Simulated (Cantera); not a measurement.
An isothermal, constant-pressure homogeneous reactor starts with 39.2 % CH₄, 51.0 % H₂O, 9.80 % H₂, at 1425 K and 1.01 bar.

Detailed kinetics in Cantera: GRI-Mech 3.0 (53 species, 325 reactions).

### Question
Predict: x(CH₄) at 20.0 s; x(H₂O) at 20.0 s; x(H₂) at 20.0 s; x(C₂H₂) at 20.0 s; x(CO) at 20.0 s; x(CO₂) at 20.0 s.

### Answer
- x(CH₄) at 20.0 s = 0.127 (gas-phase equilibrium 1.57e-5)
- x(H₂O) at 20.0 s = 0.321 (gas-phase equilibrium 0.0584)
- x(H₂) at 20.0 s = 0.433 (gas-phase equilibrium 0.722)
- x(C₂H₂) at 20.0 s = 0.0456 (gas-phase equilibrium 1.62e-10)
- x(CO) at 20.0 s = 0.0460 (gas-phase equilibrium 0.212)
- x(CO₂) at 20.0 s = 0.0143 (gas-phase equilibrium 0.00755)
